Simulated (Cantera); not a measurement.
What does this Cantera script print?

```python
import numpy as np
import cantera as ct

gas_names = """
    Cs CsO CsOH Cs2 Cs2O Cs2O2H2 H HO2 H2 H2O H2O2 O OH O2 O3
""".split()
cond_names = """
    Cs(cr) Cs(L) CsOH(a) CsOH(b) CsOH(c) CsOH(L) H2O(s) H2O(L)
""".split()


# ... load() reads the species with a 1 bar reference pressure and builds the phases ...
atoms = {
    'CsOH': {'Cs': 1, 'O': 1, 'H': 1},
    'H2': {'H': 2},
    'H2O': {'H': 2, 'O': 1},
}
top_T = {}  # K; cautious upper limits of use, not melting points


# ... equilibrate(T, P, feed) seeds the gas with the atoms and calls Mixture.equilibrate('TP', solver="vcs", rtol=1e-11, max_steps=5000) ...
results = []
feed = {'CsOH': 1, 'H2': 1.8, 'H2O': 1.1}  # mol
T = 1150  # K
P = 790000  # Pa
mix = equilibrate(T, P, feed)
results.append((T, P, feed, dict(zip(mix.species_names, mix.species_moles))))
print(gas.report(threshold=1e-05))
for i in range(1, mix.n_phases):
    print(f"{mix.phase(i).name:16s} {mix.phase_moles(i):12.5e} mol")
```

It prints:

```
       temperature   1150 K
          pressure   7.9e+05 Pa
           density   1.2955 kg/m^3
  mean mol. weight   15.68 kg/kmol
   phase of matter   gas

                          1 kg             1 kmol
                     ---------------   ---------------
          enthalpy        -4.657e+06       -7.3022e+07  J
   internal energy       -5.2668e+06       -8.2584e+07  J
           entropy             12326        1.9327e+05  J/K
    Gibbs function       -1.8831e+07       -2.9528e+08  J
 heat capacity c_p            2350.3             36852  J/K
 heat capacity c_v              1820             28538  J/K

                      mass frac. Y      mole frac. X     chem. pot. / RT
                     ---------------   ---------------   ---------------
                Cs         0.0013917        0.00016419            -21.29
              CsOH           0.40505          0.042366            -62.69
           Cs2O2H2           0.10252         0.0053614           -125.38
                H2          0.075964           0.59083           -16.324
               H2O           0.41508           0.36128           -49.562
     [  +10 minor]        1.1314e-07        2.7071e-08

Cs(L)             0.00000e+00 mol
CsOH(L)           8.37784e-01 mol
```

Equilibrium computed with Cantera from the NASA thermochemical tables; the gas is ideal and each condensed phase is pure.
